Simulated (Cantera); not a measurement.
Transport properties of process gases

Gas mixture: 35.7 % O2, 37.6 % N2O, 26.7 % N2, at 0.278 Torr, frozen composition.

Cantera's kinetic-theory transport with the Lennard-Jones parameters of GRI-Mech 3.0, ideal gas; thermal conductivity in the multicomponent form.

```
T (K)  ρ (kg/m³)  cp (J/kg/K)  μ (µPa s)  λ (mW/m/K)     Pr  D (cm²/s) C2H2  D (cm²/s) OH  D (cm²/s) H2O
-----  ---------  -----------  ---------  ----------  -----  --------------  ------------  -------------
400     0.000394        977.0       22.1        30.0  0.720             682          1310            959
500     0.000316         1023       26.2        37.1  0.723            1020          1920           1470
600     0.000263         1064       30.0        44.1  0.724            1410          2620           2070
700     0.000225         1100       33.6        50.9  0.725            1840          3410           2740
800     0.000197         1133       36.9        57.5  0.726            2320          4260           3490
900     0.000175         1161       40.0        63.9  0.726            2830          5200           4310
1000    0.000158         1184       43.0        70.1  0.726            3390          6200           5190
```
D: mixture-averaged diffusion coefficient of that species in the mixture.
